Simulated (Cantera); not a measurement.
An isothermal, constant-pressure homogeneous reactor starts with NO : N2 = 1 : 0.11 (molar parts), at 1500 K and 1800 Pa.

Detailed kinetics in Cantera: GRI-Mech 3.0 (53 species, 325 reactions). Radical loss at walls, strong at low pressure, is not modelled.

x: mole fraction; the columns are a selection and need not sum to one.

| t (s) | x NO | x NO2 | x O2 | x N2O | x N2 |
|---|---|---|---|---|---|
| 3.00e-6 | 0.901 | <1e-12 | <1e-12 | 4.03e-10 | 0.0991 |
| 1.54e-5 | 0.901 | 1.07e-12 | <1e-12 | 2.07e-9 | 0.0991 |
| 7.94e-5 | 0.901 | 2.86e-11 | <1e-12 | 1.07e-8 | 0.0991 |
| 0.000408 | 0.901 | 7.34e-10 | 1.10e-11 | 5.48e-8 | 0.0991 |
| 0.00210 | 0.901 | (withheld) | 2.82e-10 | (withheld) | 0.0991 |
| 0.0108 | 0.901 | 4.12e-7 | 7.02e-9 | 1.45e-6 | 0.0991 |
| 0.0556 | 0.901 | 5.25e-6 | 2.22e-7 | 7.35e-6 | 0.0991 |
| 0.286 | 0.901 | 2.76e-5 | 6.18e-6 | 3.56e-5 | 0.0991 |
| 1.47 | 0.901 | 5.80e-5 | 0.000102 | 0.000137 | 0.0992 |
| 7.56 | 0.899 | 7.05e-5 | 0.000869 | 0.000244 | 0.0999 |
| 38.9 | 0.890 | 0.000101 | 0.00507 | 0.000242 | 0.104 |
| 200 | 0.849 | (withheld) | (withheld) | (withheld) | (withheld) |

Q: Some entries are withheld; supply them.

A: 
- 0.00210, x NO2: 1.87e-8
- 0.00210, x N2O: 2.82e-7
- 200, x NO2: 0.000195
- 200, x O2: 0.0257
- 200, x N2O: 0.000214
- 200, x N2: 0.125
